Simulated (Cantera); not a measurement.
A closed system holds: 1 mol CH3OH, 1.6 mol CO2, equilibrated at 100 Torr.

Cantera equilibrium calculation (NASA polynomials, part measured and part estimated; ideal gas, pure solids and liquids). Candidate condensed phases: C, C6H6, C7H8, C8H18, H2O; 110 gas species. Equilibrium is a limit: real reactors are often held back by kinetics, nucleation or transport.

x: gas mole fraction; nothing condenses.

| T (K) | x CO | x H2O | x H2 | x CO2 | x H | x OH | x O |
|---|---|---|---|---|---|---|---|
| 2150 | 0.455 | 0.237 | 0.194 | 0.109 | 0.00508 | 0.000804 | 1.49e-5 |
| 2250 | 0.456 | 0.238 | 0.189 | 0.106 | 0.00884 | 0.00168 | 5.41e-5 |
| 2350 | 0.457 | 0.238 | 0.184 | 0.103 | 0.0146 | 0.00327 | 0.000176 |
| 2450 | 0.457 | 0.236 | 0.178 | 0.0998 | … | … | … |
| 2550 | 0.455 | 0.230 | 0.171 | 0.0962 | 0.0354 | 0.0104 | 0.00140 |
| 2650 | 0.452 | 0.219 | 0.164 | 0.0912 | … | … | … |
| 2750 | 0.447 | 0.201 | 0.157 | 0.0838 | 0.0742 | 0.0256 | 0.00767 |

**Question.** Some entries are withheld; supply them.

**Answer.** 
- 2450, x H: 0.0232
- 2450, x OH: 0.00600
- 2450, x O: 0.000520
- 2650, x H: 0.0520
- 2650, x OH: 0.0169
- 2650, x O: 0.00344
